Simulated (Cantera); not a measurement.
What does this Cantera script print?

```python
import numpy as np
import cantera as ct

gas_names = """
    B BF BF2 BF3 BO BOF BOF2 BO2 B2 B2O B2O2 B2O3 B3O3F3 F FO FO2 F2 F2O O O2 O3
""".split()
cond_names = """
    B(b) B(L) B2O3(L)
""".split()


# ... load() reads the species with a 1 bar reference pressure and builds the phases ...
atoms = {
    'BF3': {'B': 1, 'F': 3},
    'O2': {'O': 2},
}
top_T = {}  # K; cautious upper limits of use, not melting points


# ... equilibrate(T, P, feed) seeds the gas with the atoms and calls Mixture.equilibrate('TP', solver="vcs", rtol=1e-11, max_steps=5000) ...
results = []
feed = {'BF3': 1, 'O2': 4.7}  # mol
T = 1373  # K
P = 1000  # Pa
mix = equilibrate(T, P, feed)
results.append((T, P, feed, dict(zip(mix.species_names, mix.species_moles))))
print(gas.report(threshold=0.0001))
for i in range(1, mix.n_phases):
    print(f"{mix.phase(i).name:16s} {mix.phase_moles(i):12.5e} mol")
```

Output:

```
       temperature   1373 K
          pressure   1000 Pa
           density   0.0033532 kg/m^3
  mean mol. weight   38.279 kg/kmol
   phase of matter   gas

                          1 kg             1 kmol
                     ---------------   ---------------
          enthalpy       -4.0825e+06       -1.5627e+08  J
   internal energy       -4.3807e+06       -1.6769e+08  J
           entropy            8225.4        3.1486e+05  J/K
    Gibbs function       -1.5376e+07       -5.8858e+08  J
 heat capacity c_p              1139             43601  J/K
 heat capacity c_v            921.82             35286  J/K

                      mass frac. Y      mole frac. X     chem. pot. / RT
                     ---------------   ---------------   ---------------
               BF3           0.31073           0.17542           -142.09
                O2           0.68924           0.82453           -32.298
     [  +19 minor]        3.6473e-05        5.0551e-05

B(b)              0.00000e+00 mol
B2O3(L)           0.00000e+00 mol
```

Cantera equilibrium calculation (NASA polynomials, part measured and part estimated; ideal gas, pure solids and liquids).
